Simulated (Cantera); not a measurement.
Premixed flame

A freely propagating, adiabatic, planar premixed flame of 16.3 % CH4, 21.7 % O2, 62.0 % N2, unburnt at 475 K and 7500 Torr; mixture-averaged transport, grid criteria slope 0.08 and curve 0.16, no radiation.

Model: GRI-Mech 3.0 (53 species, 325 reactions), integrated in Cantera. Burning velocities carry a grid error of a few per cent, more on coarse grids.

| z (mm) | T (K) | u (m/s) | x CH4 | x O2 | x N2O | x CO | x C2H | x CO2 |
|---|---|---|---|---|---|---|---|---|
| -0.294 | 476 | 0.272 | 0.162 | 0.216 | <1e-8 | 1.80e-5 | <1e-8 | 1.03e-6 |
| -0.196 | 482 | 0.277 | 0.161 | 0.214 | <1e-8 | 0.000144 | <1e-8 | 1.11e-5 |
| -0.147 | 508 | 0.294 | 0.157 | 0.211 | <1e-8 | 0.000755 | <1e-8 | 7.97e-5 |
| -0.0978 | 649 | 0.382 | 0.145 | 0.198 | <1e-8 | 0.00506 | <1e-8 | 0.000806 |
| -0.0489 | 1172 | 0.710 | 0.100 | 0.144 | 3.19e-8 | 0.0276 | <1e-8 | 0.00651 |
| -0.0245 | 1598 | 0.984 | 0.0617 | 0.0915 | 6.87e-8 | 0.0517 | 1.91e-8 | 0.0141 |
| 0 | 1979 | 1.24 | 0.0260 | 0.0389 | 8.48e-8 | 0.0772 | 6.96e-7 | 0.0242 |
| 0.0245 | 2167 | 1.36 | 0.0102 | 0.0121 | 4.68e-8 | 0.0896 | 2.34e-6 | 0.0322 |
| 0.0489 | 2230 | 1.40 | 0.00549 | 0.00380 | 2.08e-8 | 0.0933 | 2.38e-6 | 0.0366 |
| 0.0978 | 2256 | 1.42 | 0.00290 | 0.000507 | <1e-8 | 0.0955 | 1.50e-6 | 0.0403 |
| 0.196 | 2256 | 1.42 | 0.00151 | 1.95e-5 | <1e-8 | 0.0982 | 7.64e-7 | 0.0420 |
| 0.391 | 2251 | 1.43 | 0.000648 | 1.17e-6 | <1e-8 | 0.102 | 2.75e-7 | 0.0420 |
| 0.783 | 2248 | 1.43 | 0.000143 | 1.05e-6 | <1e-8 | 0.104 | 4.19e-8 | 0.0416 |
x: mole fraction of selected species; z is measured from the peak of heat release.

```json
{
  "laminar_burning_velocity": "27.1 cm/s",
  "thermal_thickness": "0.0978 mm",
  "peak x(CO)": "0.104",
  "peak x(C2H)": "2.52e-6",
  "grid_points": "136"
}
```
